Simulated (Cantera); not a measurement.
Charge: 1 mol Pb, 9.2 mol H2, 26 mol N2, at 1148 K and 975 Torr.

Equilibrium computed with Cantera from the NASA thermochemical tables; the gas is ideal and each condensed phase is pure. Candidate condensed phases: Pb; 11 gas species. The numbers say what is thermodynamically allowed, not how fast it happens.

Base state: N2 0.738, H2 0.261, Pb 0.000216, NH3 3.67e-5 (mole fractions); condensed: Pb(l).

**Question.** What changes in the equilibrium state with this change: pressure from 975 Torr to 10.0 Torr?

**Answer.** 
```
species       before    after
----------  --------  -------
N2             0.738    0.723
H2             0.261    0.256
Pb          0.000216   0.0210
NH3          3.67e-5  3.61e-7
Pb(l), mol     0.992    0.244
```
